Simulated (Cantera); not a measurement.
An adiabatic, constant-pressure homogeneous reactor starts with CH4 : O2 : N2 = 1 : 1 : 3.76 (molar parts), at 1350 K and 5.40 bar. Integrator tolerance rtol = 1e-08.

Detailed kinetics in Cantera: GRI-Mech 3.0 (53 species, 325 reactions).

### Question
What does this change do: initial temperature 1350 to 1250 K?

### Answer
| quantity | before | after |
|---|---|---|
| time of steepest temperature rise | 2.22 ms | 7.22 ms |
| temperature at 0.200 s | 2414 K | 2328 K |
| equilibrium temperature | 2414 K | 2328 K |
| x(CH4) at 0.200 s | 5.91e-10 (gas-phase equilibrium 6.67e-10) | 8.92e-10 (gas-phase equilibrium 1.01e-9) |
| x(O2) at 0.200 s | 1.75e-6 (gas-phase equilibrium 1.75e-6) | 6.81e-7 (gas-phase equilibrium 6.81e-7) |
| x(C2H) at 0.200 s | <1e-12 (gas-phase equilibrium <1e-12) | <1e-12 (gas-phase equilibrium <1e-12) |
| x(H) at 0.200 s | 0.00298 (gas-phase equilibrium 0.00298) | 0.00196 (gas-phase equilibrium 0.00196) |
| x(H2O) at 0.200 s | 0.130 (gas-phase equilibrium 0.130) | 0.130 (gas-phase equilibrium 0.130) |
